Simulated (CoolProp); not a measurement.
Vapour-liquid equilibrium of carbon dioxide (1) + propylene (2) at 270.7 K; x and y are mole fractions of (1).

Model: multi-fluid Helmholtz-energy mixture model, Span 1996 and Lemmon 2013; pair parameters Bell 2016, in CoolProp.

```tsv
x	bubble pressure (bar)	y at the bubble point	dew pressure at overall composition x (bar)	liquid density (mol/L)
0.05	7.497	0.280	5.711	13.31
0.125	10.43	0.494	6.198	13.70
0.2	13.13	0.609	6.768	14.10
0.275	15.57	0.681	7.446	14.53
0.35	17.76	0.732	8.267	14.97
0.425	19.75	0.770	9.280	15.45
0.5	21.57	0.802	10.56	15.96
0.575	23.28	0.830	12.22	16.51
0.65	24.92	0.856	14.43	17.13
0.725	26.53	0.882	17.44	17.81
0.8	28.16	0.909	21.45	18.60
0.875	29.81	0.940	26.11	19.50
0.95	31.50	0.974	30.35	20.58
```

No azeotrope shows between x = 0.05 and 0.95.

Pair parameters are fitted to limited data, so mixtures are less certain than the pure fluids.
